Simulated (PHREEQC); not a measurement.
Copper plating or etch bath: speciation

Make-up at 25 °C: 2.3 mmol/kgw CuCl2, 22 mmol/kgw HBF4 and 0.58 mmol/kgw H3BO3. Closed to the air; pH follows from the charge balance.

The numbers come from PHREEQC with the ion-association model, phreeqc.dat.

This is a speciation only: nothing precipitates in the calculation.

Predict the pH, ionic strength.

pH 1.74; ionic strength 0.0275 mol/kgw.

In which forms is B present?

BF4- 85 %, H3BO3 10 %, BF3OH- 4.1 %, BF2(OH)2- 0.7 % of the B.

Real BF4- forms and hydrolyses slowly; the run takes it at equilibrium.
